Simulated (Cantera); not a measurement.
Mixture: H₂ : O₂ : N₂ = 1 : 1 : 4.7 (molar parts), equivalence ratio 0.50, at 3.75 atm, adiabatic and at constant volume. Ignition delay is the time to a rise of 400 K.

Cantera simulation using the H2/O2 subset of GRI-Mech 3.0, which has no nitrogen chemistry; the numbers are that mechanism's predictions, not measurements. The hydrogen kinetics of GRI-Mech 3.0 are dated; newer H2 mechanisms differ, most at raised pressure. Where the delays flatten at high temperature, the 400 K rule measures the pace of heat release, not the induction time.

Question: What does this change do: pressure from 3.75 atm to 9.87 atm?

Answer: 
| quantity | before | after |
|---|---|---|
| delay at 1075 K | 0.884 ms | 2.23 ms |
| delay at 1275 K | 11.6 µs | 8.14 µs |
| delay at 1475 K | 5.17 µs | 2.02 µs |
| delay at 1675 K | 3.52 µs | 1.12 µs |

Question: What does this change do: constant pressure in place of constant volume?

Answer: 
```json
[
 {"quantity": "delay at 1075 K", "before": "0.884 ms", "after": "0.896 ms"},
 {"quantity": "delay at 1275 K", "before": "11.6 µs", "after": "12.3 µs"},
 {"quantity": "delay at 1475 K", "before": "5.17 µs", "after": "5.80 µs"},
 {"quantity": "delay at 1675 K", "before": "3.52 µs", "after": "4.34 µs"}
]
```
